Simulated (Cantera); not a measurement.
**Equilibrium for silicon nitride deposition: Si2Cl6 + N2 + NH3**

Input: 1 mol Si2Cl6, 89 mol N2, 0.35 mol NH3, held at 0.000180 bar.

These are equilibrium values from Cantera (NASA tables, ideal gas, pure condensed phases), not measurements of a reactor. Candidate condensed phases: NH4Cl, Si, Si3N4; 28 gas species. The feed counts by its element totals alone. The tables' values for SiCl3 are old estimates; treat these amounts as uncertain. Kinetics and transport are ignored.

```tsv
T (K)	log p N2	log p SiCl2	log p SiCl4	log p HCl	log p Cl	n Si3N4(s)
1025	-3.76	-7.90	-5.62	-5.69	-10.29	0.249
1075	-3.76	-7.24	-5.63	-5.69	-9.75	0.243
1125	-3.76	-6.64	-5.66	-5.69	-9.27	0.225
1175	-3.76	-6.13	-5.74	-5.69	-8.84	0.174
1225	-3.76	-5.73	-5.95	-5.70	-8.48	0.0714
1275	-3.76	-5.57	-6.17	-5.70	-8.05	0
1325	-3.76	-5.57	-6.20	-5.69	-7.50	0
1375	-3.76	-5.56	-6.23	-5.69	-6.99	0
1425	-3.76	-5.55	-6.31	-5.69	-6.55	0
1475	-3.76	-5.52	-6.48	-5.69	-6.19	0
1525	-3.76	-5.48	-6.81	-5.69	-5.95	0
1575	-3.76	-5.45	-7.32	-5.69	-5.83	0
```
log p: log10 of the partial pressure in bar; n: condensed amount in mol.

From 1025 K to 1225 K the condensed part is Si3N4(s). From 1275 K to 1575 K nothing is condensed. The main Si-bearing gas is SiCl4 at 1025 K and SiCl2 at 1575 K.
